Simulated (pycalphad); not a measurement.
Source of the numbers: pycalphad with the COST 507 light-alloy database (1999); pressure 1 atm. The database dates from 1999; later assessments differ in places, in temperatures and in the compounds included.

Task: How does the equilibrium phase assembly of Al-0.32Si-0.45Fe (at.%) change on cooling from 1577 °C to 257 °C?

Result: 
```tsv
T (°C)	phases above	phases below
655.3	LIQUID	FCC_A1 + LIQUID
650.5	FCC_A1 + LIQUID	AL13FE4 + FCC_A1 + LIQUID
634.6	AL13FE4 + FCC_A1 + LIQUID	AL13FE4 + FCC_A1
614.7	AL13FE4 + FCC_A1	AL13FE4 + ALFESI_ALPHA + FCC_A1
535.1	AL13FE4 + ALFESI_ALPHA + FCC_A1	ALFESI_ALPHA + FCC_A1
426.3	ALFESI_ALPHA + FCC_A1	ALFESI_ALPHA + ALFESI_BETA + FCC_A1
```
Changes were sought between steps of 40 K, so a narrower field can be missed.

Database names, with the compositions (at.%) that they take in these runs: AL13FE4: Al 76 Fe 24; ALFESI_ALPHA: Al 71-74 Fe 19 Si 7-10; ALFESI_BETA: Al 70 Si 15 Fe 15. FCC_A1 is fcc.
